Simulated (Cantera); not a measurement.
Feed: 1 mol SiC, 0.22 mol N₂O, 3.3 mol H₂, held at 1800 K and 11.3 Torr.

Method: chemical equilibrium by Gibbs-energy minimisation in Cantera with the NASA 1993 tables (ideal gas, pure condensed phases). Candidate condensed phases: C, C₆H₆, C₇H₈, C₈H₁₈, H₂O, Si, SiC, SiO₂, Si₂N₂O, Si₃N₄; 151 gas species. The numbers say what is thermodynamically allowed, not how fast it happens.

Base state: H₂ 0.880, N₂ 0.0587, SiO 0.0294, CO 0.0294, H 0.00274, HCN 0.000104, Si 6.84e-5 (mole fractions); condensed: SiC(s).

**Question.** What changes in the equilibrium state with this change: pressure from 11.3 Torr to 0.00825 Torr?

**Answer.** 
```json
[
 {"species": "H₂", "before": "0.880", "after": "0.760"},
 {"species": "H", "before": "0.00274", "after": "0.0941"},
 {"species": "N₂", "before": "0.0587", "after": "0.0537"},
 {"species": "Si", "before": "6.84e-5", "after": "0.0381"},
 {"species": "SiO", "before": "0.0294", "after": "0.00768"},
 {"species": "CO", "before": "0.0294", "after": "0.0461"},
 {"species": "SiC₂", "before": "5.54e-9", "after": "1.85e-5"},
 {"species": "Si₂C", "before": "7.27e-7", "after": "0.000404"},
 {"species": "Si₂", "before": "1.34e-7", "after": "3.03e-5"},
 {"species": "SiC(s), mol", "before": "0.890", "after": "0.809"}
]
```
The tables' values for SiN are old estimates; treat these amounts as uncertain.

**Question.** What changes in the equilibrium state with this change: temperature from 1800 K to 1900 K?

**Answer.** 
| species | before | after |
|---|---|---|
| H₂ | 0.880 | 0.876 |
| N₂ | 0.0587 | 0.0585 |
| CO | 0.0294 | 0.0294 |
| H | 0.00274 | 0.00606 |
| Si | 6.84e-5 | 0.000364 |
| SiO | 0.0294 | 0.0292 |
| SiH | 8.97e-6 | 3.62e-5 |
| SiH₂ | 8.51e-6 | 2.21e-5 |
| HCN | 0.000104 | 0.000189 |
| SiC(s), mol | 0.890 | 0.889 |
Gases not in the tables: Si₂H₆ and higher silanes.
